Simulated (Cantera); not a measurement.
A freely propagating, adiabatic, planar premixed flame of H2 : O2 : N2 = 1 : 0.385 : 1.45 (molar parts), equivalence ratio 1.3, unburnt at 550 K and 75000 Pa; mixture-averaged transport, grid criteria slope 0.08 and curve 0.16, no radiation.

Detailed kinetics in Cantera: the H2/O2 subset of GRI-Mech 3.0, which has no nitrogen chemistry. Burning velocities carry a grid error of a few per cent, more on coarse grids.

x: mole fraction of selected species; z is measured from the peak of heat release.

| z (mm) | T (K) | u (m/s) | x H2 | x O2 | x HO2 | x H2O | x OH | x O |
|---|---|---|---|---|---|---|---|---|
| -1.95 | 550 | 7.21 | 0.353 | 0.136 | <1e-8 | <1e-8 | <1e-8 | <1e-8 |
| -1.30 | 550 | 7.21 | 0.353 | 0.136 | <1e-8 | <1e-8 | <1e-8 | <1e-8 |
| -0.977 | 550 | 7.21 | 0.353 | 0.136 | <1e-8 | <1e-8 | <1e-8 | <1e-8 |
| -0.651 | 550 | 7.21 | 0.353 | 0.136 | ? | 2.61e-8 | <1e-8 | <1e-8 |
| -0.326 | 560 | 7.32 | 0.350 | 0.136 | ? | 0.000381 | 3.48e-5 | 5.30e-6 |
| -0.163 | 764 | 9.78 | 0.320 | 0.131 | 0.000163 | 0.0171 | 0.000762 | 0.000280 |
| 0 | 1222 | 15.1 | 0.201 | 0.0878 | ? | 0.111 | 0.00353 | 0.00557 |
| 0.163 | 1533 | 18.7 | 0.101 | 0.0277 | ? | 0.220 | 0.00902 | 0.00988 |
| 0.326 | 1669 | 20.2 | 0.0855 | 0.0146 | ? | 0.244 | 0.0116 | 0.00951 |
| 0.651 | 1814 | 21.8 | 0.0867 | 0.0108 | ? | 0.254 | 0.0136 | 0.00827 |
| 1.30 | 1968 | 23.3 | 0.0895 | 0.00827 | ? | 0.263 | 0.0147 | 0.00645 |
| 2.60 | 2122 | 24.9 | 0.0909 | 0.00572 | ? | 0.274 | 0.0145 | 0.00442 |
| 5.21 | 2258 | 26.2 | 0.0910 | 0.00351 | ? | 0.285 | 0.0129 | 0.00264 |

Question: What belongs in the gaps?

Answer: 
- -0.651, x HO2: 1.54e-7
- -0.326, x HO2: 0.000177
- 0, x HO2: 6.24e-5
- 0.163, x HO2: 1.85e-5
- 0.326, x HO2: 8.96e-6
- 0.651, x HO2: 5.82e-6
- 1.30, x HO2: 3.94e-6
- 2.60, x HO2: 2.50e-6
- 5.21, x HO2: 1.51e-6
